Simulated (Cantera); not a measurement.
**Hydrocarbon pyrolysis for carbon deposition**

A perfectly stirred reactor is fed with 43.8 % C2H6, 56.2 % N2, at 1.01 bar; it is held at 1348 K, and followed from long to short residence time.

Detailed kinetics in Cantera: GRI-Mech 3.0 (53 species, 325 reactions). GRI-Mech 3.0 stops at C3 and has no aromatics, soot or wall deposition, so with more carbon than oxygen in the feed, carbon stays in small species such as C2H2 where larger ones or solid carbon would form.

```tsv
τ (s)	x C2H6	x CH4	x CH2	x C2H2	x C2H4	x C2H
0.95	0.00187	0.119	3.97e-10	0.141	0.0770	1.47e-9
0.34	0.00316	0.104	6.70e-10	0.137	0.0875	1.98e-9
0.13	0.00553	0.0941	1.13e-9	0.128	0.101	2.49e-9
0.045	0.0111	0.0875	2.08e-9	0.109	0.124	2.93e-9
0.017	0.0228	0.0826	3.73e-9	0.0833	0.151	2.93e-9
0.0060	0.0521	0.0739	6.91e-9	0.0507	0.176	2.30e-9
0.0022	0.115	0.0571	1.18e-8	0.0240	0.172	1.35e-9
```
x: mole fraction; the columns are a selection and need not sum to one.
